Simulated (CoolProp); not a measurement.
The numbers come from the reference Helmholtz-energy equation of state, Lemmon 2006 in CoolProp. It is a short technical equation, of lower accuracy than the large ones.

Question: Give the vapour pressure (kPa), liquid density (kg/m³), vapour viscosity (µPa s) of saturated C2F6 (R116) at 205.2 K.

Answer: 
| T (K) | p (kPa) | liquid density (kg/m³) | vapour viscosity (µPa s) |
|---|---|---|---|
| 205.2 | 169 | 1560 | 9.57 |

Viscosity comes from a separate model (Huber 2003), an estimate that may be off by 10 % or more.
